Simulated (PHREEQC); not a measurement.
Consider water at 25 °C with 0.036 mol/kgw HNO3, 0.0004 mol/kgw K2SO4 and 4e-05 mol/kgw CO2. Closed to the air; pH follows from the charge balance.

All values are PHREEQC results (ion-association model, phreeqc.dat), not measurements.

No solid was allowed to form.

**Question.** Estimate the pH, specific conductance.

**Answer.** pH 1.51; specific conductance 13400 µS/cm.

**Question.** In which forms is S present?

**Answer.** HSO4- 64 %, SO4-2 36 % of the S.
